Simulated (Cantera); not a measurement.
Charge: 1 mol Si2H6, 0.7 mol NO, 62 mol N2, equilibrated at 577 °C and 7.30 Pa.

These are equilibrium values from Cantera (NASA tables, ideal gas, pure condensed phases), not measurements of a reactor. Candidate condensed phases: H2O, Si, SiO2, Si2N2O, Si3N4; 35 gas species. The feed counts by its element totals alone. The numbers say what is thermodynamically allowed, not how fast it happens.

**Question.** What is the equilibrium state?

**Answer.** 
```json
{
 "x(N2)": "0.953",
 "x(H2)": "0.0467",
 "n(Si2N2O(s))": "0.700 mol",
 "n(Si3N4(s))": "0.200 mol",
 "gas_amount": "64.25 mol",
 "log10 activity of Si(s) (absent)": "-6.71"
}
```
